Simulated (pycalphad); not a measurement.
Freezing of Ti-Si alloys with rising Si

CALPHAD calculation (pycalphad, COST 507 light-alloy database (1999)), 1 atm. These are 1990s assessments: newer ones move some temperatures and phases. Amounts are mole fractions of atoms.

Scheil-Gulliver runs (no diffusion in the solid, steps of 4 K) beside full equilibrium.

```csv
alloy,liquidus (°C),"Scheil, half solid (°C)","Scheil, 80 % solid (°C)","Scheil, invariant end (°C)",liquid left at that end,equilibrium solidus (°C)
Ti-10.87Si (at.%),1424,at the invariant end,at the invariant end,1340,0.77,1340
Ti-21.75Si (at.%),1738,at the invariant end,at the invariant end,1340,0.63,1340
Ti-32.62Si (at.%),2077,1963,1390,1340,0.19,1340
Ti-43.5Si (at.%),2067,1950,1791,1474,0.10,1919
```
